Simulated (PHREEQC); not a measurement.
Consider water at 25 °C with 6.5 mmol/kgw CaSO4, 0.49 mmol/kgw Na2HPO4 and 0.66 mmol/kgw KCl. Closed to the air; pH follows from the charge balance.

All values are PHREEQC results (ion-association model, phreeqc.dat), not measurements.

This is a speciation only: nothing precipitates in the calculation.

Problem. What pH, specific conductance does the model give?

Solution. pH 7.83; specific conductance 1290 µS/cm.

Problem. In which forms is K present?

Solution. K+ 98 %, KSO4- 2.0 % of the K.

The solution is supersaturated, for example in Hydroxyapatite, so a real one may precipitate; this is no full list. Species that the database lacks are ignored.
